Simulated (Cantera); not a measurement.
Input (Python, Cantera):

```python
import numpy as np
import cantera as ct

gas = ct.Solution("h2o2.yaml")
gas.TPX = 575, 13332, {'H2': 1, 'O2': 0.581, 'N2': 2.19}
flame = ct.FreeFlame(gas, width=0.16)
flame.set_refine_criteria(ratio=3, slope=0.08, curve=0.16)
flame.transport_model = "mixture-averaged"
flame.solve(loglevel=0, auto=True)
z, T = flame.grid, flame.T
thick = (T[-1] - T[0]) / np.gradient(T, z).max()
show = ['H2', 'O2', 'O', 'H2O2', 'H2O', 'OH']
print(f"laminar burning velocity  {flame.velocity[0] * 100:.3f} cm/s")
print(f"burnt temperature         {T[-1]:.1f} K")
print(f"thermal thickness         {thick * 1e3:.4f} mm")
print(f"grid points               {len(z)}")
z0 = z[flame.heat_release_rate.argmax()]
print(f"{'z/mm':>9s}{'T/K':>9s}{'u/(m/s)':>9s}" + "".join(f"{s:>11s}" for s in show))
rows = []
for k in (-3, -2, -1.5, -1, -0.5, -0.25, 0, 0.25, 0.5, 1, 2, 4, 8):
    zz = z0 + k * thick
    rows.append([k * thick, np.interp(zz, z, T), np.interp(zz, z, flame.velocity),
                 *(np.interp(zz, z, flame.X[gas.species_index(s)]) for s in show)])
    print(f"{rows[-1][0] * 1e3:9.3f}{rows[-1][1]:9.1f}{rows[-1][2]:9.3f}" + "".join(f"{x:11.3e}" for x in rows[-1][3:]))
```

It prints:

```
laminar burning velocity  505.992 cm/s
burnt temperature         2343.2 K
thermal thickness         6.4016 mm
grid points               134
     z/mm      T/K  u/(m/s)         H2         O2          O       H2O2        H2O         OH
  -19.205    575.0    5.060  2.652e-01  1.541e-01  2.258e-17  6.502e-16  1.821e-16  9.986e-19
  -12.803    575.0    5.060  2.652e-01  1.541e-01  2.196e-14  1.078e-15  3.725e-13  1.087e-15
   -9.602    575.0    5.060  2.652e-01  1.541e-01  2.241e-12  4.791e-14  2.411e-11  1.299e-13
   -6.402    575.0    5.060  2.652e-01  1.541e-01  8.985e-10  7.040e-11  1.438e-08  1.192e-10
   -3.201    581.2    5.109  2.639e-01  1.540e-01  5.873e-06  6.553e-07  3.916e-04  2.314e-05
   -1.600    698.7    6.074  2.432e-01  1.509e-01  2.006e-04  1.191e-06  1.067e-02  3.225e-04
    0.000   1084.8    9.139  1.201e-01  1.075e-01  7.285e-03  7.755e-07  1.026e-01  2.987e-03
    1.600   1361.5   11.327  3.930e-02  5.429e-02  1.630e-02  9.352e-07  1.944e-01  8.002e-03
    3.201   1484.3   12.260  3.511e-02  4.759e-02  1.701e-02  7.042e-07  2.063e-01  1.048e-02
    6.402   1623.8   13.285  3.552e-02  4.418e-02  1.602e-02  4.152e-07  2.143e-01  1.324e-02
   12.803   1778.0   14.383  3.446e-02  4.063e-02  1.401e-02  2.146e-07  2.245e-01  1.589e-02
   25.606   1934.9   15.465  3.135e-02  3.703e-02  1.126e-02  1.145e-07  2.366e-01  1.775e-02
   51.213   2082.8   16.453  2.640e-02  3.358e-02  8.286e-03  7.086e-08  2.499e-01  1.827e-02
```

Model: the H2/O2 subset of GRI-Mech 3.0, which has no nitrogen chemistry, integrated in Cantera. Burning velocities carry a grid error of a few per cent, more on coarse grids.
